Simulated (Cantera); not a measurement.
Tantalum, niobium, vanadium and zirconium in process gases: Ta(OEt)5 + CH4

A closed system holds: 1 mol Ta(OEt)5, 0.5 mol CH4, held at 0.100 bar.

Equilibrium computed with Cantera from the NASA thermochemical tables; the gas is ideal and each condensed phase is pure. Candidate condensed phases: C, C6H6, C7H8, C8H18, H2O, Ta, TaC, Ta2O5; 113 gas species. The feed counts by its element totals alone. Mutual solubility and eutectic melting of coexisting phases are not modelled. TaC: taken at fixed stoichiometry. Condensed phases not in the tables: Ta2C. Rates play no part.

From 650 °C to 800 °C the condensed part is C(graphite) + Ta2O5(s). At 875 °C the condensed part is C(graphite) + TaC(s) + Ta2O5(s). From 950 °C to 1475 °C the condensed part is C(graphite) + TaC(s).

| T (°C) | log p H2 | log p CO | log p H2O | log p CH4 | log p CO2 | n C(graphite) | n Ta2O5(s) | n TaC(s) |
|---|---|---|---|---|---|---|---|---|
| 650 | -1.08 | -1.87 | -2.77 | -2.80 | -3.25 | 8.11 | 0.500 | 0 |
| 725 | -1.08 | -1.82 | -3.29 | -3.17 | -3.87 | 7.99 | 0.500 | 0 |
| 800 | -1.08 | -1.81 | -3.77 | -3.49 | -4.47 | 7.98 | 0.500 | 0 |
| 875 | -1.08 | -1.78 | -4.18 | -3.78 | -4.95 | 7.73 | 0.463 | 0.0738 |
| 950 | -1.14 | -1.57 | -4.40 | -4.15 | -5.00 | 4.50 | 0 | 1.00 |
| 1025 | -1.14 | -1.57 | -4.74 | -4.37 | -5.41 | 4.50 | 0 | 1.00 |
| 1100 | -1.14 | -1.57 | -5.03 | -4.57 | -5.78 | 4.50 | 0 | 1.00 |
| 1175 | -1.14 | -1.57 | -5.30 | -4.75 | -6.11 | 4.50 | 0 | 1.00 |
| 1250 | -1.14 | -1.57 | -5.54 | -4.91 | -6.40 | 4.50 | 0 | 1.00 |
| 1325 | -1.14 | -1.57 | -5.76 | -5.06 | -6.67 | 4.50 | 0 | 1.00 |
| 1400 | -1.14 | -1.57 | -5.96 | -5.19 | -6.91 | 4.50 | 0 | 1.00 |
| 1475 | -1.14 | -1.57 | -6.14 | -5.31 | -7.12 | 4.50 | 0 | 1.00 |
log p: log10 of the partial pressure in bar; n: condensed amount in mol.
